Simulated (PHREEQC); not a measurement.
Make-up at 10 °C: 0.08 mol Cu(NO3)2, 0.1 mol HNO3 and 6.3e-05 mol FeCl3 per kg of water. Closed to the air; pH follows from the charge balance.

Equilibrium calculation in PHREEQC: ion-association model, phreeqc.dat.

Question: The ionic strength comes out as 0.340 mol/kgw. What activity coefficients do CuCl+, Cl-, Cu+2, NO3-, H+ get?

Answer: CuCl+ 0.68, Cl- 0.68, Cu+2 0.29, NO3- 0.65, H+ 0.78.

No solid was allowed to form. At this temperature some constants are extrapolated from 25 °C, and those without enthalpy data are left unchanged.
